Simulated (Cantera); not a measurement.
An isothermal, constant-pressure homogeneous reactor starts with H2 : O2 = 0.47 : 1 (molar parts), equivalence ratio 0.23, at 1225 K and 4.35 Torr.

Detailed kinetics in Cantera: the H2/O2 subset of GRI-Mech 3.0, which has no nitrogen chemistry. Radical loss at walls, strong at low pressure, is not modelled. The temperature is held fixed by assumption; the heat of reaction is taken as removed at once.

x: mole fraction; the columns are a selection and need not sum to one.

```csv
t (s),x H2,x O2,x H,x HO2,x H2O
0.000200,0.320,0.680,4.15e-8,2.76e-8,2.86e-8
0.000709,0.320,0.680,[?],[?],[?]
0.00251,0.0579,0.546,0.126,3.68e-6,0.191
0.00892,0.0194,0.527,0.115,4.08e-6,0.243
0.0316,0.0146,0.560,0.0638,4.79e-6,0.296
0.112,0.00359,0.607,0.00652,4.68e-6,0.365
0.398,0.000220,0.618,9.55e-5,1.29e-6,0.379
1.41,[?],0.619,[?],[?],0.380
5.00,3.09e-6,0.619,1.63e-7,3.67e-8,0.380
```

Problem. Some entries are withheld; supply them.

Solution. 
- 0.000709, x H: 2.52e-6
- 0.000709, x HO2: 1.00e-7
- 0.000709, x H2O: 3.46e-6
- 1.41, x H2: 1.95e-5
- 1.41, x H: 2.57e-6
- 1.41, x HO2: 1.80e-7
